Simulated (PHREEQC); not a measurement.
A solution holds 0.0135 mol/kgw HCl, 8.3e-05 mol/kgw Li2SO4 and 0.0013 mol/kgw Fe2(SO4)3, at 20 °C. Closed to the air; pH follows from the charge balance.

The numbers come from PHREEQC with the ion-association model, phreeqc.dat.

Problem. The ionic strength comes out as 0.0202 mol/kgw. What activity coefficients do H+, FeCl2+, FeOH+2, FeHSO4+2, Fe+3 get?

Solution. H+ 0.89, FeCl2+ 0.87, FeOH+2 0.58, FeHSO4+2 0.58, Fe+3 0.35.

Precipitation was switched off in this run. The solution is supersaturated, for example in Hematite (slow to form), Goethite (slow to form), so a real one may precipitate; this is no full list. Complexes and solids missing from the database can't appear.
